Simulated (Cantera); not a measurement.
Premixed flame

A freely propagating, adiabatic, planar premixed flame of 28.5 % H2, 13.0 % O2, 58.5 % N2, equivalence ratio 1.1, unburnt at 400 K and 5.00 bar; mixture-averaged transport, grid criteria slope 0.08 and curve 0.16, no radiation.

Detailed kinetics in Cantera: the H2/O2 subset of GRI-Mech 3.0, which has no nitrogen chemistry. The hydrogen kinetics of GRI-Mech 3.0 are dated; newer H2 mechanisms differ, most at raised pressure. Burning velocities carry a grid error of a few per cent, more on coarse grids.

```tsv
z (mm)	T (K)	u (m/s)	x H2	x O2	x HO2	x H2O2	x O	x H
-0.164	400	2.78	0.285	0.130	<1e-8	<1e-8	<1e-8	<1e-8
-0.110	400	2.78	0.285	0.130	<1e-8	<1e-8	<1e-8	<1e-8
-0.0822	400	2.78	0.284	0.130	1.35e-7	2.11e-8	<1e-8	<1e-8
-0.0548	403	2.78	0.281	0.131	2.58e-6	4.08e-7	5.85e-8	<1e-8
-0.0274	473	3.17	0.253	0.134	0.000306	3.97e-5	3.97e-6	3.25e-6
-0.0137	803	5.17	0.204	0.125	0.000885	0.000134	0.000181	0.00128
0	1266	7.96	0.139	0.0914	0.000379	4.38e-5	0.00173	0.00974
0.0137	1586	9.88	0.0840	0.0513	0.000172	5.95e-6	0.00388	0.0195
0.0274	1765	11.0	0.0561	0.0275	8.17e-5	3.25e-6	0.00451	0.0225
0.0548	1937	11.9	0.0416	0.0134	3.36e-5	1.84e-6	0.00390	0.0188
0.110	2081	12.7	0.0366	0.00832	1.69e-5	1.06e-6	0.00243	0.0119
0.219	2190	13.3	0.0322	0.00510	8.32e-6	6.62e-7	0.00125	0.00688
0.439	2262	13.7	0.0282	0.00285	3.71e-6	4.09e-7	0.000586	0.00391
```
x: mole fraction of selected species; z is measured from the peak of heat release.

```yaml
laminar_burning_velocity: 278 cm/s
thermal_thickness: 0.0548 mm
peak x(HO2): 0.000992
peak x(H2O2): 0.000134
peak x(O): 0.00452
peak x(H): 0.0225
```
